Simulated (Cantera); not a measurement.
Input (Python, Cantera):

```python
import numpy as np
import cantera as ct

gas = ct.Solution("gri30.yaml")
gas.TPX = 1000, 660, {'H2': 0.013, 'O2': 1, 'N2': 0.16}
reactor = ct.IdealGasConstPressureReactor(gas, energy="off", clone=False)
net = ct.ReactorNet([reactor])
net.rtol, net.atol = 1e-08, 1e-18
show = ['H2', 'O2', 'OH', 'N2O', 'H']
times = np.geomspace(1e-06, 9, 13)

steps = ct.SolutionArray(gas, extra=["t"])
rows = []
print(f"{'t/s':>10s}{'T/K':>9s}{'P/Pa':>11s}" + "".join(f"{s:>11s}" for s in show))
for t in times:
    while net.time < t:
        t_next = net.step()
        steps.append(gas.state, t=t_next)
    rows.append([np.interp(t, steps.t, y) for y in (steps.T, steps.P, *steps(*show).X.T)])
    print(f"{t:10.3e}{rows[-1][0]:9.1f}{rows[-1][1]:11.4g}" + "".join(f"{x:11.3e}" for x in rows[-1][2:]))
rate = np.gradient(steps.T, steps.t)
print("integrator steps:", len(steps.t))
if steps.T.max() > steps.T[0] + 200:
    print(f"time of steepest temperature rise: {steps.t[rate.argmax()]:.4e} s")
gas.TPX = 1000, 660, {'H2': 0.013, 'O2': 1, 'N2': 0.16}
gas.equilibrate("TP")
print(f"equilibrium (TP): T = {gas.T:.1f} K  " + "  ".join(f"{s} {gas[s].X[0]:.3e}" for s in show))
```

Output:

```
       t/s      T/K       P/Pa         H2         O2         OH        N2O          H
 1.000e-06   1000.0        660  1.108e-02  8.525e-01  8.294e-17  6.355e-23  4.530e-14
 3.798e-06   1000.0        660  1.108e-02  8.525e-01  1.145e-15  2.414e-22  1.712e-13
 1.442e-05   1000.0        660  1.108e-02  8.525e-01  1.526e-14  9.176e-22  6.392e-13
 5.477e-05   1000.0        660  1.108e-02  8.525e-01  2.082e-13  3.499e-21  2.278e-12
 2.080e-04   1000.0        660  1.108e-02  8.525e-01  2.467e-12  1.360e-20  7.025e-12
 7.900e-04   1000.0        660  1.108e-02  8.525e-01  2.089e-11  5.991e-20  1.756e-11
 3.000e-03   1000.0        660  1.108e-02  8.525e-01  1.643e-10  4.819e-19  7.343e-11
 1.139e-02   1000.0        660  1.108e-02  8.525e-01  1.316e-08  4.425e-17  5.176e-09
 4.327e-02   1000.0        660  2.420e-03  8.460e-01  1.081e-03  2.820e-11  1.714e-03
 1.643e-01   1000.0        660  4.506e-05  8.469e-01  3.176e-04  5.225e-10  4.514e-04
 6.240e-01   1000.0        660  1.213e-05  8.504e-01  1.641e-04  9.891e-10  6.386e-05
 2.370e+00   1000.0        660  1.397e-06  8.515e-01  5.682e-05  1.213e-09  2.668e-06
 9.000e+00   1000.0        660  1.202e-07  8.517e-01  1.725e-05  1.291e-09  7.385e-08
integrator steps: 1479
equilibrium (TP): T = 1000.0 K  H2 1.308e-11  O2 8.517e-01  OH 1.917e-07  N2O 7.361e-11  H 1.017e-13
```

Model: GRI-Mech 3.0 (53 species, 325 reactions), integrated in Cantera. Radical loss at walls, strong at low pressure, is not modelled.
